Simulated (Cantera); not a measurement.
A perfectly stirred reactor is fed with 4.65 % H2, 80.1 % O2, 15.2 % N2, at 0.0296 atm; it is held at 1275 K, and followed from long to short residence time.

Cantera simulation using the H2/O2 subset of GRI-Mech 3.0, which has no nitrogen chemistry; the numbers are that mechanism's predictions, not measurements. Radical loss at walls, strong at low pressure, is not modelled. The temperature is held fixed by assumption; the heat of reaction is taken as removed at once.

**Question.** Predict: x(H2) at τ = 11.0 s; x(O2) at τ = 11.0 s; x(OH) at τ = 11.0 s; x(H) at τ = 11.0 s; x(H2O2) at τ = 11.0 s; x(H2) at τ = 0.100 s; x(O2) at τ = 0.100 s; x(OH) at τ = 0.100 s; x(H) at τ = 0.100 s; x(H2O2) at τ = 0.100 s.

**Answer.** 
| Quantity | Value |
|---|---|
| x(H2) at τ = 11.0 s | 2.01e-5 |
| x(O2) at τ = 11.0 s | 0.796 |
| x(OH) at τ = 11.0 s | 0.000401 |
| x(H) at τ = 11.0 s | 6.18e-6 |
| x(H2O2) at τ = 11.0 s | 3.38e-8 |
| x(H2) at τ = 0.100 s | 0.000352 |
| x(O2) at τ = 0.100 s | 0.790 |
| x(OH) at τ = 0.100 s | 0.00185 |
| x(H) at τ = 0.100 s | 0.000588 |
| x(H2O2) at τ = 0.100 s | 1.27e-7 |
